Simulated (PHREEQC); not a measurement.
# Buffer: speciation

Dissolve 0.00039 mol/kgw KHCO3 and 0.00015 mol/kgw K2HPO4 at 25 °C. Closed to the air; pH follows from the charge balance.

Equilibrium calculation in PHREEQC: ion-association model, phreeqc.dat.

```
Item                         Value
----------------  ----------------
pH                            8.49
ionic strength    0.000839 mol/kgw
total alkalinity      0.540 meq/kg
```

| species | molality | activity | log γ |
|---|---|---|---|
| K+ | 0.000690 | 0.000668 | -0.014 |
| HCO3- | 0.000381 | 0.000369 | -0.014 |
| HPO4-2 | 0.000143 | 0.000126 | -0.056 |
| H2PO4- | 6.72e-6 | 6.51e-6 | -0.014 |
| CO3-2 | 6.12e-6 | 5.38e-6 | -0.056 |
| OH- | 3.25e-6 | 3.15e-6 | -0.014 |
| CO2 | 2.67e-6 | 2.67e-6 | 0.000 |
| KHPO4- | 1.69e-7 | 1.64e-7 | -0.014 |
| PO4-3 | 2.37e-8 | 1.76e-8 | -0.128 |
| H+ | 3.32e-9 | 3.22e-9 | -0.014 |

Precipitation was switched off in this run.
